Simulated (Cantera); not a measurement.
What does this Cantera script print?

```python
import numpy as np
import cantera as ct

gas_names = """
    Fe FeO Fe(OH)2 H HO2 H2 H2O H2O2 O OH O2 O3
""".split()
cond_names = """
    Fe(a) Fe(c) Fe(d) Fe(L) FeO(s) FeO(L) Fe(OH)2(s) Fe(OH)3(s) Fe2O3(s) Fe3O4(s) H2O(s) H2O(L)
""".split()


# ... load() reads the species with a 1 bar reference pressure and builds the phases ...
atoms = {
    'Fe3O4': {'Fe': 3, 'O': 4},
    'H2': {'H': 2},
    'H2O': {'H': 2, 'O': 1},
}
top_T = {'Fe2O3(s)': 1830, 'Fe3O4(s)': 1870}  # K; cautious upper limits of use, not melting points


# ... equilibrate(T, P, feed) seeds the gas with the atoms and calls Mixture.equilibrate('TP', solver="vcs", rtol=1e-11, max_steps=5000) ...
results = []
feed = {'Fe3O4': 1, 'H2': 3.7, 'H2O': 0.053}  # mol
P = 420  # Pa
for T in [923, 1023, 1123, 1223, 1323, 1423, 1523, 1623]:
    mix = equilibrate(T, P, feed)
    results.append((T, P, feed, dict(zip(mix.species_names, mix.species_moles))))
    x = sorted(zip(gas.X, gas.species_names), reverse=True)
    print(f"T = {T:g} K  P = {P:g} Pa  gas = {mix.phase_moles(0):.4g} mol")
    print("   x: " + "  ".join(f"{s} {v:.3e}" for v, s in x if v > 0.0001))
    print("   condensed (mol): " + ("  ".join(f"{mix.phase(i).name} {mix.phase_moles(i):.4g}"
          for i in range(1, mix.n_phases) if mix.phase_moles(i) > 1e-12) or "none"))
```

It prints:

```
T = 923 K  P = 420 Pa  gas = 3.753 mol
   x: H2 7.194e-01  H2O 2.806e-01
   condensed (mol): FeO(s) 3
T = 1023 K  P = 420 Pa  gas = 3.753 mol
   x: H2 7.194e-01  H2O 2.806e-01
   condensed (mol): FeO(s) 3
T = 1123 K  P = 420 Pa  gas = 3.753 mol
   x: H2 7.194e-01  H2O 2.806e-01
   condensed (mol): FeO(s) 3
T = 1223 K  P = 420 Pa  gas = 3.753 mol
   x: H2 7.194e-01  H2O 2.806e-01
   condensed (mol): FeO(s) 3
T = 1323 K  P = 420 Pa  gas = 3.753 mol
   x: H2 7.194e-01  H2O 2.806e-01
   condensed (mol): FeO(s) 3
T = 1423 K  P = 420 Pa  gas = 3.753 mol
   x: H2 7.193e-01  H2O 2.806e-01
   condensed (mol): FeO(s) 3
T = 1523 K  P = 420 Pa  gas = 3.754 mol
   x: H2 7.000e-01  H2O 2.996e-01  H 2.984e-04
   condensed (mol): Fe(c) 0.07143  FeO(s) 2.928
T = 1623 K  P = 420 Pa  gas = 3.756 mol
   x: H2 6.811e-01  H2O 3.176e-01  H 8.801e-04  Fe 3.981e-04
   condensed (mol): Fe(c) 0.1387  FeO(s) 2.86
```

Method: chemical equilibrium by Gibbs-energy minimisation in Cantera with the NASA 1993 tables (ideal gas, pure condensed phases). Mutual solubility and eutectic melting of coexisting phases are not modelled. The tables' stoichiometric FeO is somewhat more stable than real wüstite, so its field is too wide. FeO: taken at fixed stoichiometry.
